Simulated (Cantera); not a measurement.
Input (Python, Cantera):

```python
import numpy as np
import cantera as ct

gas = ct.Solution("gri30.yaml")


def delay(T, t_max=10):
    gas.TPX = T, 980000, {'CH4': 1, 'O2': 1.33, 'N2': 8.13, 'H2O': 2.2}
    reactor = ct.IdealGasReactor(gas, clone=False)
    net = ct.ReactorNet([reactor])
    net.rtol, net.atol = 1e-8, 1e-16
    while net.time < t_max:
        t_old, T_old = net.time, reactor.T
        net.step()
        if reactor.T > T + 400:  # ignition: a rise of 400 K
            return t_old + (T + 400 - T_old) / (reactor.T - T_old) * (net.time - t_old)
    return np.nan


taus = []
for T in [1073, 1173, 1273, 1373, 1473, 1573]:
    taus.append(delay(T))
    print(f"T0 = {T:6g} K   tau = {taus[-1]:.4e} s")
```

Result:

```
T0 =   1073 K   tau = 4.6717e-02 s
T0 =   1173 K   tau = 1.3055e-02 s
T0 =   1273 K   tau = 4.4558e-03 s
T0 =   1373 K   tau = 1.6564e-03 s
T0 =   1473 K   tau = 6.2142e-04 s
T0 =   1573 K   tau = 2.3149e-04 s
```

Cantera simulation using GRI-Mech 3.0 (53 species, 325 reactions); the numbers are that mechanism's predictions, not measurements.
